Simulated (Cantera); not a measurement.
Feed: 1 mol AlN, 20 mol HCl, 2.5 mol H2, equilibrated at 1900 K and 53000 Pa.

Method: chemical equilibrium by Gibbs-energy minimisation in Cantera with the NASA 1993 tables (ideal gas, pure condensed phases). The tables' values for AlCl2 are old estimates; treat these amounts as uncertain. Equilibrium is a limit: real reactors are often held back by kinetics, nucleation or transport.

| species | before | after |
|---|---|---|
| HCl | 0.755 | 0.756 |
| H2 | 0.177 | 0.178 |
| AlCl3 | 0.0420 | 0.0441 |
| AlCl2 | 0.00208 | 0.000318 |
| Cl | 0.00148 | 0.000175 |
| N2 | 0.0222 | 0.0222 |
| AlCl | 0.000247 | 1.07e-5 |
| H | 0.000458 | 5.26e-5 |
Gas species are given as mole fractions.

Which change was made?
A. H2 from 2.5 to 0.69 mol
B. temperature from 1900 K to 1650 K
C. pressure from 53000 Pa to 13300 Pa
D. HCl from 20 to 11 mol

B, temperature from 1900 K to 1650 K
